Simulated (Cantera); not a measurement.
NO annealing gas

An isothermal, constant-pressure homogeneous reactor starts with 47.6 % NO, 52.4 % N2, at 1925 K and 0.0263 atm.

Cantera simulation using GRI-Mech 3.0 (53 species, 325 reactions); the numbers are that mechanism's predictions, not measurements. Radical loss at walls, strong at low pressure, is not modelled.

```json
[
 {"t (s)": "1.00e-5", "x NO": "0.476", "x O2": "2.64e-12", "x O": "3.99e-8", "x N2": "0.524", "x N2O": "3.99e-8", "x NO2": "6.54e-12"},
 {"t (s)": "3.03e-5", "x NO": "0.476", "x O2": "2.50e-11", "x O": "1.21e-7", "x N2": "0.524", "x N2O": "1.21e-7", "x NO2": "6.18e-11"},
 {"t (s)": "9.20e-5", "x NO": "0.476", "x O2": "2.24e-10", "x O": "3.67e-7", "x N2": "0.524", "x N2O": "3.66e-7", "x NO2": "5.52e-10"},
 {"t (s)": "0.000279", "x NO": "0.476", "x O2": "2.05e-9", "x O": "1.11e-6", "x N2": "0.524", "x N2O": "1.11e-6", "x NO2": "4.99e-9"},
 {"t (s)": "0.000847", "x NO": "0.476", "x O2": "1.91e-8", "x O": "3.39e-6", "x N2": "0.524", "x N2O": "3.32e-6", "x NO2": "4.43e-8"},
 {"t (s)": "0.00257", "x NO": "0.476", "x O2": "1.78e-7", "x O": "1.04e-5", "x N2": "0.524", "x N2O": "9.74e-6", "x NO2": "3.61e-7"},
 {"t (s)": "0.00779", "x NO": "0.476", "x O2": "1.79e-6", "x O": "3.27e-5", "x N2": "0.524", "x N2O": "2.67e-5", "x NO2": "2.41e-6"},
 {"t (s)": "0.0236", "x NO": "0.476", "x O2": "2.21e-5", "x O": "0.000104", "x N2": "0.524", "x N2O": "6.02e-5", "x NO2": "1.02e-5"},
 {"t (s)": "0.0717", "x NO": "0.475", "x O2": "0.000241", "x O": "0.000224", "x N2": "0.524", "x N2O": "8.62e-5", "x NO2": "1.95e-5"},
 {"t (s)": "0.217", "x NO": "0.473", "x O2": "0.00124", "x O": "0.000257", "x N2": "0.525", "x N2O": "8.62e-5", "x NO2": "2.24e-5"},
 {"t (s)": "0.659", "x NO": "0.467", "x O2": "0.00439", "x O": "0.000289", "x N2": "0.528", "x N2O": "8.24e-5", "x NO2": "2.72e-5"},
 {"t (s)": "2.00", "x NO": "0.447", "x O2": "0.0145", "x O": "0.000371", "x N2": "0.538", "x N2O": "7.22e-5", "x NO2": "3.86e-5"}
]
```
x: mole fraction; the columns are a selection and need not sum to one.

Equilibrium at this temperature and pressure: NO 0.00643, O2 0.234, O 0.00110, N2 0.758, N2O 5.83e-8, NO2 2.18e-6 (gas phase only).
